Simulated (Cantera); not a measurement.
# Si + NF₃ + H₂ (silicon etching in halogen gases)

Charge: 1 mol Si, 7.5 mol NF₃, a varied amount of H₂, at 1375 °C and 5.90 Pa.

Cantera equilibrium calculation (NASA polynomials, part measured and part estimated; ideal gas, pure solids and liquids). Candidate condensed phases: Si, Si₃N₄; 37 gas species. The tables' values for SiF₃, SiF₂ are old estimates; treat these amounts as uncertain. Kinetics and transport are ignored.

From 0.27 mol H₂ to 10 mol H₂ nothing is condensed. The main Si-bearing gas is SiF₄ throughout.

```tsv
n(H₂) (mol)	x F	x HF	x N₂	x SiF₄	x H₂
0.27	0.772	0.0232	0.161	0.0430	<1e-12
0.49	0.754	0.0422	0.161	0.0430	<1e-12
0.91	0.717	0.0783	0.161	0.0430	<1e-12
1.7	0.649	0.146	0.161	0.0430	<1e-12
3.1	0.529	0.267	0.161	0.0430	<1e-12
5.7	0.305	0.490	0.161	0.0430	1.83e-12
10	3.82e-6	0.771	0.156	0.0393	0.0290
```
x: gas mole fraction; nothing condenses.
